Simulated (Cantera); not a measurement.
**NF3 + H2O + H2 (abatement and gas-phase synthesis)**

Charge: 1 mol NF3, 0.044 mol H2O, 0.24 mol H2, held at 0.00560 bar.

Cantera equilibrium calculation (NASA polynomials, part measured and part estimated; ideal gas, pure solids and liquids). Candidate condensed phases: H2O; 65 gas species. Ions and electrons are included (thermal ionisation). Rates play no part.

```csv
T (K),x F,x HF,x N2,x H,x N,x O,x O2
2500,0.688,0.161,0.141,5.51e-5,1.47e-6,0.00807,0.00174
3000,0.688,0.153,0.140,0.00613,6.96e-5,0.0118,6.13e-5
3500,0.711,0.0675,0.129,0.0797,0.00106,0.0113,2.92e-6
4000,0.724,0.00858,0.118,0.130,0.00815,0.0107,2.89e-7
4500,0.715,0.00118,0.100,0.134,0.0381,0.0105,4.97e-8
5000,0.690,0.000220,0.0605,0.130,0.109,0.0101,1.16e-8
```
x: gas mole fraction; nothing condenses.

From 2500 K to 5000 K nothing is condensed.
